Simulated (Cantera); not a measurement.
Feed: 1 mol C2H4, 0.038 mol O2, held at 101000 Pa.

Equilibrium computed with Cantera from the NASA thermochemical tables; the gas is ideal and each condensed phase is pure. Candidate condensed phases: C, C6H6, C7H8, C8H18, H2O; 110 gas species. Equilibrium is a limit: real reactors are often held back by kinetics, nucleation or transport. All values below are at 1848 K.

Base state: H2 0.962, CO 0.0366, CH4 0.000618, H 0.000517, C2H2 (acetylene) 0.000248 (mole fractions); condensed: C(graphite).

### Question
What changes in the equilibrium state with this change: O2 from 0.038 to 0.53 mol?

### Answer
| species | before | after |
|---|---|---|
| H2 | 0.962 | 0.653 |
| CO | 0.0366 | 0.346 |
| H | 0.000517 | 0.000426 |
| CH4 | 0.000618 | 0.000284 |
| H2O | 8.07e-6 | 5.18e-5 |
| C2H2 (acetylene) | 0.000248 | 0.000168 |
| C(graphite), mol | 1.92 | 0.938 |

### Question
What changes in the equilibrium state with this change: pressure from 101000 Pa to 670 Pa?

### Answer
| species | before | after |
|---|---|---|
| H2 | 0.962 | 0.957 |
| CO | 0.0366 | 0.0365 |
| H | 0.000517 | 0.00634 |
| CH4 | 0.000618 | 4.04e-6 |
| C2H2 (acetylene) | 0.000248 | 0.000246 |
| C(graphite), mol | 1.92 | 1.92 |
